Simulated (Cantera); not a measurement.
Charge: 1 mol Fe₂O₃, 1.8 mol SO₃, 0.95 mol O₂, held at 1425 K and 14.0 bar.

Method: chemical equilibrium by Gibbs-energy minimisation in Cantera with the NASA 1993 tables (ideal gas, pure condensed phases). Candidate condensed phases: Fe, FeO, FeS, FeSO₄, FeS₂, Fe₂O₃, Fe₂(SO₄)₃, Fe₃O₄, S; 12 gas species. The numbers say what is thermodynamically allowed, not how fast it happens.

Base state: O₂ 0.491, SO₂ 0.444, SO₃ 0.0651 (mole fractions); condensed: Fe₂O₃(s).

Question: What changes in the equilibrium state with this change: temperature from 1425 K to 650 K?

Answer: 
```tsv
species	before	after
O₂	0.491	1.00
SO₃	0.0651	1.25e-7
SO₂	0.444	<1e-9
Fe₂O₃(s), mol	1.00	0.400
Fe₂(SO₄)₃(s), mol	0	0.600
```
